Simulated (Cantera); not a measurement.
## Adiabatic ignition

An adiabatic, constant-volume homogeneous reactor starts with CH4 : O2 : N2 = 1 : 1 : 5 (molar parts), equivalence ratio 2.0, at 1375 K and 1.90 bar.

Computed with Cantera and GRI-Mech 3.0 (53 species, 325 reactions).

```json
[
 {"t (s)": "4.00e-6", "T (K)": "1375", "P (bar)": "1.90", "x CH4": "0.143", "x O2": "0.143", "x C2H": "<1e-12", "x CH2O": "1.50e-9", "x CH2": "<1e-12"},
 {"t (s)": "1.44e-5", "T (K)": "1375", "P (bar)": "1.90", "x CH4": "0.143", "x O2": "0.143", "x C2H": "<1e-12", "x CH2O": "2.12e-8", "x CH2": "<1e-12"},
 {"t (s)": "5.17e-5", "T (K)": "1375", "P (bar)": "1.90", "x CH4": "0.143", "x O2": "0.143", "x C2H": "<1e-12", "x CH2O": "3.58e-7", "x CH2": "<1e-12"},
 {"t (s)": "0.000186", "T (K)": "1375", "P (bar)": "1.90", "x CH4": "0.143", "x O2": "0.143", "x C2H": "<1e-12", "x CH2O": "8.03e-6", "x CH2": "7.86e-12"},
 {"t (s)": "0.000667", "T (K)": "1376", "P (bar)": "1.90", "x CH4": "0.143", "x O2": "0.143", "x C2H": "<1e-12", "x CH2O": "0.000102", "x CH2": "4.70e-11"},
 {"t (s)": "0.00240", "T (K)": "1385", "P (bar)": "1.91", "x CH4": "0.141", "x O2": "0.142", "x C2H": "<1e-12", "x CH2O": "0.000702", "x CH2": "2.46e-10"},
 {"t (s)": "0.00862", "T (K)": "2550", "P (bar)": "4.04", "x CH4": "1.10e-10", "x O2": "9.18e-6", "x C2H": "<1e-12", "x CH2O": "2.44e-8", "x CH2": "5.86e-12"},
 {"t (s)": "0.0310", "T (K)": "2550", "P (bar)": "4.04", "x CH4": "1.09e-10", "x O2": "9.20e-6", "x C2H": "<1e-12", "x CH2O": "2.44e-8", "x CH2": "5.83e-12"},
 {"t (s)": "0.111", "T (K)": "2550", "P (bar)": "4.04", "x CH4": "1.09e-10", "x O2": "9.20e-6", "x C2H": "<1e-12", "x CH2O": "2.44e-8", "x CH2": "5.83e-12"},
 {"t (s)": "0.400", "T (K)": "2550", "P (bar)": "4.04", "x CH4": "1.09e-10", "x O2": "9.20e-6", "x C2H": "<1e-12", "x CH2O": "2.44e-8", "x CH2": "5.83e-12"}
]
```
x: mole fraction; the columns are a selection and need not sum to one.

| Item | Value |
|---|---|
| time of steepest temperature rise | 4.88 ms |
| temperature at 0.400 s | 2550 K |
| equilibrium temperature | 2550 K |
| x(CH4) at 0.400 s | 1.09e-10 (gas-phase equilibrium 1.23e-10) |
| x(O2) at 0.400 s | 9.20e-6 (gas-phase equilibrium 9.20e-6) |
| x(C2H) at 0.400 s | <1e-12 (gas-phase equilibrium <1e-12) |
